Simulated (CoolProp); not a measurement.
Saturation properties of acetone (Tc = 508.1 K, pc = 4692 kPa, ω = 0.307).

The numbers come from the reference Helmholtz-energy equation of state, Lemmon 2006 in CoolProp. It is a short technical equation, of lower accuracy than the large ones.

```json
[
 {"T (K)": "266.7", "p (kPa)": "6.543", "vapour density (kg/m³)": "0.1731", "liquid cp (kJ/(kg K))": "2.076", "surface tension (mN/m)": "26.7"},
 {"T (K)": "280.4", "p (kPa)": "13.50", "vapour density (kg/m³)": "___", "liquid cp (kJ/(kg K))": "2.103", "surface tension (mN/m)": "24.9"},
 {"T (K)": "294.2", "p (kPa)": "___", "vapour density (kg/m³)": "0.6281", "liquid cp (kJ/(kg K))": "2.134", "surface tension (mN/m)": "23.2"},
 {"T (K)": "308", "p (kPa)": "46.24", "vapour density (kg/m³)": "1.084", "liquid cp (kJ/(kg K))": "2.168", "surface tension (mN/m)": "___"},
 {"T (K)": "321.8", "p (kPa)": "78.07", "vapour density (kg/m³)": "1.774", "liquid cp (kJ/(kg K))": "2.207", "surface tension (mN/m)": "19.8"},
 {"T (K)": "335.5", "p (kPa)": "125.0", "vapour density (kg/m³)": "2.766", "liquid cp (kJ/(kg K))": "2.249", "surface tension (mN/m)": "18.1"},
 {"T (K)": "349.3", "p (kPa)": "192.4", "vapour density (kg/m³)": "4.166", "liquid cp (kJ/(kg K))": "2.296", "surface tension (mN/m)": "16.4"},
 {"T (K)": "363.1", "p (kPa)": "___", "vapour density (kg/m³)": "6.077", "liquid cp (kJ/(kg K))": "2.348", "surface tension (mN/m)": "14.8"},
 {"T (K)": "376.9", "p (kPa)": "409.5", "vapour density (kg/m³)": "8.634", "liquid cp (kJ/(kg K))": "2.406", "surface tension (mN/m)": "13.2"},
 {"T (K)": "390.7", "p (kPa)": "571.6", "vapour density (kg/m³)": "12.00", "liquid cp (kJ/(kg K))": "2.470", "surface tension (mN/m)": "11.6"},
 {"T (K)": "404.4", "p (kPa)": "776.7", "vapour density (kg/m³)": "16.35", "liquid cp (kJ/(kg K))": "2.544", "surface tension (mN/m)": "10.0"},
 {"T (K)": "418.2", "p (kPa)": "1035", "vapour density (kg/m³)": "22.04", "liquid cp (kJ/(kg K))": "2.630", "surface tension (mN/m)": "8.49"}
]
```

### Question
Some entries are withheld; supply them.

### Answer

- 280.4, vapour density (kg/m³): 0.3415
- 294.2, p (kPa): 25.85
- 308, surface tension (mN/m): 21.5
- 363.1, p (kPa): 285.3

It boils at 329.2 K under 1 atm.

Surface tension comes from a separate correlation (Mulero 2012).
